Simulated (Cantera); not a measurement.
Source: NASA polynomial tables (part measured, part estimated), evaluated in Cantera. Values are per mole of reaction as written; species without (g) are pure solids or liquids, kept so even where they would boil at 1 bar.

2 B + O2(g) ⇌ B2O2(g)

```json
[
 {"T (K)": "300", "ΔH° (kJ)": "-456.0", "ΔS° (J/K)": "25.8", "ΔG° (kJ)": "-463.8", "log10 K": "80.75", "condensed phases": "B(s)"},
 {"T (K)": "625", "ΔH° (kJ)": "-456.1", "ΔS° (J/K)": "26.1", "ΔG° (kJ)": "-472.4", "log10 K": "39.48", "condensed phases": "B(s)"},
 {"T (K)": "825", "ΔH° (kJ)": "(withheld)", "ΔS° (J/K)": "(withheld)", "ΔG° (kJ)": "(withheld)", "log10 K": "(withheld)", "condensed phases": "B(s)"},
 {"T (K)": "1025", "ΔH° (kJ)": "-458.5", "ΔS° (J/K)": "23.2", "ΔG° (kJ)": "-482.3", "log10 K": "24.58", "condensed phases": "B(s)"},
 {"T (K)": "1225", "ΔH° (kJ)": "-460.0", "ΔS° (J/K)": "21.9", "ΔG° (kJ)": "-486.8", "log10 K": "20.76", "condensed phases": "B(s)"},
 {"T (K)": "1425", "ΔH° (kJ)": "-461.7", "ΔS° (J/K)": "20.6", "ΔG° (kJ)": "-491.0", "log10 K": "18.00", "condensed phases": "B(s)"},
 {"T (K)": "1625", "ΔH° (kJ)": "-463.6", "ΔS° (J/K)": "19.3", "ΔG° (kJ)": "-495.0", "log10 K": "15.91", "condensed phases": "B(s)"},
 {"T (K)": "1825", "ΔH° (kJ)": "(withheld)", "ΔS° (J/K)": "(withheld)", "ΔG° (kJ)": "(withheld)", "log10 K": "(withheld)", "condensed phases": "B(s)"},
 {"T (K)": "2025", "ΔH° (kJ)": "-468.1", "ΔS° (J/K)": "16.9", "ΔG° (kJ)": "-502.3", "log10 K": "12.96", "condensed phases": "B(s)"},
 {"T (K)": "2225", "ΔH° (kJ)": "(withheld)", "ΔS° (J/K)": "(withheld)", "ΔG° (kJ)": "(withheld)", "log10 K": "(withheld)", "condensed phases": "B(s)"},
 {"T (K)": "2425", "ΔH° (kJ)": "(withheld)", "ΔS° (J/K)": "(withheld)", "ΔG° (kJ)": "(withheld)", "log10 K": "(withheld)", "condensed phases": "B(l)"},
 {"T (K)": "2625", "ΔH° (kJ)": "-577.6", "ΔS° (J/K)": "-29.8", "ΔG° (kJ)": "-499.5", "log10 K": "9.94", "condensed phases": "B(l)"}
]
```

Problem. Fill in the missing entries.

Solution. 
- 825, ΔH° (kJ): -457.2
- 825, ΔS° (J/K): 24.6
- 825, ΔG° (kJ): -477.5
- 825, log10 K: 30.23
- 1825, ΔH° (kJ): -465.7
- 1825, ΔS° (J/K): 18.1
- 1825, ΔG° (kJ): -498.8
- 1825, log10 K: 14.28
- 2225, ΔH° (kJ): -470.7
- 2225, ΔS° (J/K): 15.6
- 2225, ΔG° (kJ): -505.5
- 2225, log10 K: 11.87
- 2425, ΔH° (kJ): -574.2
- 2425, ΔS° (J/K): -28.4
- 2425, ΔG° (kJ): -505.3
- 2425, log10 K: 10.88
